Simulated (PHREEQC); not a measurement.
Consider water at 25 °C with 0.0042 mol/kgw HCl, 0.25 mol/kgw Li2SO4 and 0.0029 mol/kgw MgSO4. Closed to the air; pH follows from the charge balance.

The numbers come from PHREEQC with the ion-association model, phreeqc.dat.

Each row changes one thing in this solution. Precipitation was switched off in this run.

| case | pH | ionic strength (mol/kgw) | SO4-2 (mol/kgw) | HSO4- (mol/kgw) | MgSO4 (mol/kgw) | Mg+2 (mol/kgw) |
|---|---|---|---|---|---|---|
| as made | 3.14 | 0.618 | 0.181 | 0.00324 | 0.00193 | 0.000966 |
| Li2SO4 left out | 2.47 | ___ | 0.00198 | 0.000463 | 0.000462 | 0.00244 |
| diluted 10-fold with water | 3.75 | 0.0716 | ___ | ___ | 0.000143 | 0.000147 |
| Li2SO4 from 0.25 to 0.275 mol/kgw | 3.15 | 0.673 | 0.196 | ___ | 0.00195 | 0.000946 |
| Li2SO4 from 0.25 to 0.05 mol/kgw | 2.86 | 0.143 | ___ | 0.00250 | 0.00158 | 0.00132 |

**Question.** Some entries are withheld; supply them.

**Answer.** 
- Li2SO4 left out, ionic strength (mol/kgw): 0.0130
- diluted 10-fold with water, SO4-2 (mol/kgw): 0.0229
- diluted 10-fold with water, HSO4- (mol/kgw): 0.000207
- Li2SO4 from 0.25 to 0.275 mol/kgw, HSO4- (mol/kgw): 0.00327
- Li2SO4 from 0.25 to 0.05 mol/kgw, SO4-2 (mol/kgw): 0.0429
